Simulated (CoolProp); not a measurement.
The fluid at 358.98 K and 6.49 MPa is compressed adiabatically to 40.5 MPa with isentropic efficiency 0.9. The same conditions are run with several fluids, on thermodynamics alone (safety and materials aside).

Values from CoolProp's reference Helmholtz-energy equation of state of each fluid (C2F6 (R116): Lemmon 2006; R410A: Lemmon 2003; sulfur hexafluoride: Guder 2009; R125: Lemmon 2005). Blends and air are pseudo-pure fits.

```json
[
 {"fluid": "C2F6 (R116)", "work (kJ/kg)": "(withheld)", "final temperature (K)": "(withheld)", "final density (kg/m³)": "(withheld)"},
 {"fluid": "R410A", "work (kJ/kg)": "49.8", "final temperature (K)": "(withheld)", "final density (kg/m³)": "895"},
 {"fluid": "sulfur hexafluoride", "work (kJ/kg)": "(withheld)", "final temperature (K)": "421.3", "final density (kg/m³)": "1340"},
 {"fluid": "R125", "work (kJ/kg)": "36.7", "final temperature (K)": "401.9", "final density (kg/m³)": "1160"}
]
```

Question: Some entries are withheld; supply them.

Answer: 
- C2F6 (R116), work (kJ/kg): 43.5
- C2F6 (R116), final temperature (K): 422.1
- C2F6 (R116), final density (kg/m³): 1110
- R410A, final temperature (K): 429.9
- sulfur hexafluoride, work (kJ/kg): 34.4
